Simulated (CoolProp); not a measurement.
The numbers come from the reference Helmholtz-energy equation of state, Lemmon 2006 in CoolProp. It is a short technical equation, of lower accuracy than the large ones.

### Question
For C2F6 (R116), give the phase and the Z, cp (kJ/(kg K)), speed of sound (m/s), isothermal compressibility (1/MPa) at 151.85 °C and 38.1 bar; 151.85 °C and 152 bar.

### Answer
- 151.85 °C and 38.1 bar: supercritical; Z 0.906, cp 1.01, speed of sound 155, isothermal compressibility 0.286
- 151.85 °C and 152 bar: supercritical; Z 0.869, cp 1.17, speed of sound 197, isothermal compressibility 0.0487
